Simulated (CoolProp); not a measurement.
The fluid at 298.15 K and 4.71 MPa (supercritical) is heated at constant pressure to 345.2 K. The same conditions are run with several fluids, on thermodynamics alone (safety and materials aside).

Computed with CoolProp (reference Helmholtz-energy equation of state of each fluid (methane: Setzmann 1991; normal hydrogen: Leachman 2009; nitrogen: Span 2000; carbon monoxide: Lemmon 2006; dry air: Lemmon 2000)). Blends and air are pseudo-pure fits.

| fluid | heat (kJ/kg) | final density (kg/m³) |
|---|---|---|
| methane | 120 | 27.5 |
| normal hydrogen | 681 | 3.23 |
| nitrogen | 52.0 | 45.6 |
| carbon monoxide | 52.4 | 45.8 |
| dry air | 50.3 | 47.4 |
